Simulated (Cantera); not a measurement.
A freely propagating, adiabatic, planar premixed flame of H2 : O2 : N2 = 1 : 0.227 : 0.909 (molar parts), equivalence ratio 2.2, unburnt at 625 K and 5.00 bar; mixture-averaged transport, grid criteria slope 0.08 and curve 0.16, no radiation.

Detailed kinetics in Cantera: the H2/O2 subset of GRI-Mech 3.0, which has no nitrogen chemistry. The hydrogen kinetics of GRI-Mech 3.0 are dated; newer H2 mechanisms differ, most at raised pressure. Burning velocities carry a grid error of a few per cent, more on coarse grids.

Task: How do the results move with these cheaper or finer settings: unity-Lewis-number transport; multicomponent transport; multicomponent+Soret transport; grid criteria slope 0.5, curve 1; grid criteria slope 0.25, curve 0.5; grid criteria slope 0.03, curve 0.06?

Result: 
```csv
setting,laminar burning velocity,thermal thickness,peak x(HO2),peak x(H2O2),grid points
as above,916 cm/s,0.0596 mm,0.000764,3.69e-5,113
unity-Lewis-number transport,569 cm/s,0.0570 mm,0.000554,2.34e-5,105
multicomponent transport,899 cm/s,0.0600 mm,0.000759,3.64e-5,113
multicomponent+Soret transport,870 cm/s,0.0585 mm,0.000771,3.91e-5,113
"grid criteria slope 0.5, curve 1",984 cm/s,0.0796 mm,0.000667,3.16e-5,37
"grid criteria slope 0.25, curve 0.5",953 cm/s,0.0667 mm,0.000731,3.47e-5,48
"grid criteria slope 0.03, curve 0.06",912 cm/s,0.0581 mm,0.000770,3.74e-5,259
```
Unity Lewis numbers drop preferential diffusion, which matters most where H2 and H carry the flame; Soret adds thermal diffusion.
